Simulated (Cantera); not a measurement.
What does this Cantera script print?

```python
import numpy as np
import cantera as ct

gas_names = """
    CL CL2 H HCL H2 Si SiCL SiCL2 SiCL3 SiCL4 SiH SiHCL3 SiH2 SiH2CL2 SiH3 SiH3CL SiH4 Si2 Si3
""".split()
cond_names = """
    Si(cr) Si(L)
""".split()


# ... load() reads the species with a 1 bar reference pressure and builds the phases ...
atoms = {
    'Si': {'Si': 1},
    'Cl2': {'CL': 2},
    'H2': {'H': 2},
}
top_T = {}  # K; cautious upper limits of use, not melting points


# ... equilibrate(T, P, feed) seeds the gas with the atoms and calls Mixture.equilibrate('TP', solver="vcs", rtol=1e-11, max_steps=5000) ...
results = []
T = 723.15  # K
P = 1900000  # Pa
for m in [0.4, 0.73, 1.3, 2.5, 4.5, 8.3, 15]:
    feed = {'Si': 1, 'Cl2': 0.93, 'H2': m}  # mol
    mix = equilibrate(T, P, feed)
    results.append((T, P, feed, dict(zip(mix.species_names, mix.species_moles))))

top = {s: max(r[3][s] / sum(r[3][g] for g in gas_names) for r in results) for s in gas_names}
cols = sorted((s for s in top if top[s] > 0.0001), key=lambda s: -top[s])[:6]
seen = [c for c in cond_names if any(r[3].get(c, 0) > 1e-12 for r in results)]
print("log10 of partial pressures in bar; condensed amounts in mol")
print(f"{'n(H2)':>10s}" + "".join(f"{s[:9]:>10s}" for s in cols + seen))
for T, P, feed, n in results:
    ng = sum(n[g] for g in gas_names)
    print(f"{feed['H2']:10.4g}" + "".join(f"{np.log10(max(n[s] / ng * P / 1e5, 1e-99)):10.3f}" for s in cols)
          + "".join(f"{n.get(c, 0):10.4g}" for c in seen))
```

It prints:

```
log10 of partial pressures in bar; condensed amounts in mol
     n(H2)        H2     SiCL4    SiHCL3   SiH2CL2       HCL    SiH3CL    Si(cr)
       0.4     0.843     0.874     0.642    -0.750    -2.449    -2.801    0.4842
      0.73     1.006     0.685     0.581    -0.681    -2.414    -2.604    0.4719
       1.3     1.112     0.464     0.469    -0.685    -2.417    -2.500    0.4602
       2.5     1.186     0.179     0.292    -0.753    -2.451    -2.460    0.4472
       4.5     1.225    -0.100     0.103    -0.854    -2.501    -2.471    0.4355
       8.3     1.249    -0.406    -0.115    -0.983    -2.566    -2.512    0.4233
        15     1.262    -0.713    -0.339    -1.124    -2.636    -2.569     0.411
```

Equilibrium computed with Cantera from the NASA thermochemical tables; the gas is ideal and each condensed phase is pure. The tables' values for SiCl3 are old estimates; treat these amounts as uncertain.
